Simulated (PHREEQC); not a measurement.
Model water analysis in mg/kgw, 55 °C, pH 5.72, pe 9.8:

```csv
constituent,mg/kgw
Na,0.00336
K,0.0366
Ca,0.0067
Mg,0.00764
Cl,0.0301
S(6) as SO4,0.019
Alkalinity as HCO3,0.0489
Si as SiO2,1.99e-05
Pb,0.000601
N(5) as NO3,0.00323
Zn,0.00118
```

Na is adjusted to close the charge balance.
Valence states are taken as typed.

Model: ion-association model, wateq4f.dat, run in PHREEQC.

Each row changes one thing in this solution. This is a speciation only: nothing precipitates in the calculation.

```tsv
case	ionic strength (mol/kgw)	CO2 (mol/kgw)	HCO3- (mol/kgw)	CO3-2 (mol/kgw)	ZnOH+ (mol/kgw)	HSO4- (mol/kgw)	SI of Pb(OH)2 (Pb(OH)2)	SI of Quartz (SiO2)
as made	4.71e-6	9.82e-6	2.67e-6	9.85e-11	8.11e-11	7.49e-11	-4.32	-5.90
temperature from 55 to 60 °C at the same typed pH	4.71e-6	9.87e-6	2.66e-6	1.01e-10	1.10e-10	8.55e-11	-4.18	-5.96
Cl from 0.0301 to 0.0903 mg/kgw	6.41e-6	9.82e-6	2.67e-6	9.87e-11	8.10e-11	7.48e-11	-4.32	-5.90
pH from 5.72 to 6.02 at the same alkalinity	3.76e-6	3.10e-6	1.68e-6	1.24e-10	1.61e-10	3.76e-11	-3.72	-5.90
Si from 1.99e-05 to 5.97e-05 mg/kgw	4.71e-6	9.82e-6	2.67e-6	9.85e-11	8.11e-11	7.49e-11	-4.32	-5.42
```

Species that the database lacks are ignored. At this temperature some constants are extrapolated from 25 °C, and those without enthalpy data are left unchanged.
